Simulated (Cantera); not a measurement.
A perfectly stirred reactor is fed with H2 : O2 : N2 = 1 : 0.385 : 1.45 (molar parts), equivalence ratio 1.3, at 1.01 bar; it is adiabatic with a 598 K inlet, and is followed from long to short residence time, starting on the burning branch (τ in s: 0.15, 0.069, 0.032, 0.015, 0.0067, 0.0031, 0.0014, 0.00066, 0.0003, 0.00014, 6.4e-05, 3e-05).

Cantera simulation using GRI-Mech 3.0 (53 species, 325 reactions); the numbers are that mechanism's predictions, not measurements.

Question: What does this change do: H2 1 to 1.3 parts?

Answer: 
```json
[
 {"quantity": "blow-out, bracketed by the residence times tried", "before": "burning at 30.0 µs, the shortest tried", "after": "burning at 30.0 µs, the shortest tried"},
 {"quantity": "x(H2) at τ = 0.150 s", "before": "0.0938", "after": "0.190"},
 {"quantity": "x(O2) at τ = 0.150 s", "before": "0.000430", "after": "3.40e-5"},
 {"quantity": "x(HO2) at τ = 0.150 s", "before": "2.49e-7", "after": "2.46e-8"},
 {"quantity": "x(H2O) at τ = 0.150 s", "before": "0.304", "after": "0.277"},
 {"quantity": "x(N2O) at τ = 0.150 s", "before": "4.14e-8", "after": "6.91e-9"},
 {"quantity": "x(H2) at τ = 1.40 ms", "before": "0.0940", "after": "0.180"},
 {"quantity": "x(O2) at τ = 1.40 ms", "before": "0.00267", "after": "0.000618"},
 {"quantity": "x(HO2) at τ = 1.40 ms", "before": "1.45e-6", "after": "4.41e-7"},
 {"quantity": "x(H2O) at τ = 1.40 ms", "before": "0.288", "after": "0.267"},
 {"quantity": "x(N2O) at τ = 1.40 ms", "before": "2.73e-8", "after": "6.21e-9"}
]
```

Question: What does this change do: O2 0.385 to 0.27 parts?

Answer: 
```tsv
quantity	before	after
blow-out, bracketed by the residence times tried	burning at 30.0 µs, the shortest tried	burning at 30.0 µs, the shortest tried
x(H2) at τ = 0.150 s	0.0938	0.186
x(O2) at τ = 0.150 s	0.000430	1.81e-5
x(HO2) at τ = 0.150 s	2.49e-7	7.49e-9
x(H2O) at τ = 0.150 s	0.304	0.220
x(N2O) at τ = 0.150 s	4.14e-8	7.54e-10
x(H2) at τ = 1.40 ms	0.0940	0.175
x(O2) at τ = 1.40 ms	0.00267	0.000403
x(HO2) at τ = 1.40 ms	1.45e-6	2.69e-7
x(H2O) at τ = 1.40 ms	0.288	0.213
x(N2O) at τ = 1.40 ms	2.73e-8	2.80e-9
```
